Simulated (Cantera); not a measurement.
# Si(CH₃)₄ + C₃H₈ + H₂ + C₂H₄ (silicon carbide growth)

Input: 1 mol Si(CH₃)₄, 0.013 mol C₃H₈, a varied amount of H₂, 0.0064 mol C₂H₄, at 2575 K and 750 Torr.

Equilibrium computed with Cantera from the NASA thermochemical tables; the gas is ideal and each condensed phase is pure. Candidate condensed phases: C, C₆H₆, C₇H₈, C₈H₁₈, Si, SiC; 87 gas species. Gases not in the tables: Si₂H₆ and higher silanes. Rates play no part.

| n(H₂) (mol) | log p H₂ | log p H | log p C₂H₂ (acetylene) | log p Si | log p SiC₂ | log p SiH | log p Si₂C | log p SiH₂ | n C(graphite) | n SiC(s) |
|---|---|---|---|---|---|---|---|---|---|---|
| 2.3 | -0.02 | -1.47 | -1.86 | -2.63 | -3.13 | -3.27 | -3.40 | -3.45 | 2.83 | 0.959 |
| 4.6 | -0.02 | -1.47 | -1.86 | -2.63 | -3.13 | -3.27 | -3.40 | -3.45 | 2.77 | 0.948 |
| 9.4 | -0.02 | -1.47 | -1.86 | -2.63 | -3.13 | -3.27 | -3.40 | -3.45 | 2.65 | 0.924 |
| 19 | -0.02 | -1.47 | -1.86 | -2.63 | -3.13 | -3.27 | -3.40 | -3.45 | 2.40 | 0.877 |
| 39 | -0.02 | -1.47 | -1.86 | -2.63 | -3.13 | -3.27 | -3.40 | -3.45 | 1.87 | 0.779 |
| 79 | -0.02 | -1.47 | -1.86 | -2.63 | -3.13 | -3.27 | -3.40 | -3.45 | 0.826 | 0.582 |
| 160 | -0.02 | -1.47 | -1.98 | -2.57 | -3.19 | -3.21 | -3.34 | -3.38 | 0 | 0.0948 |
| 320 | -0.02 | -1.47 | -2.25 | -2.75 | -3.64 | -3.39 | -3.83 | -3.56 | 0 | 0 |
| 660 | -0.02 | -1.47 | -2.55 | -3.01 | -4.21 | -3.65 | -4.51 | -3.82 | 0 | 0 |
log p: log10 of the partial pressure in bar; n: condensed amount in mol.

From 2.3 mol H₂ to 79 mol H₂ the condensed part is C(graphite) + SiC(s). At 160 mol H₂ the condensed part is SiC(s). From 320 mol H₂ to 660 mol H₂ nothing is condensed. The main Si-bearing gas is Si throughout.
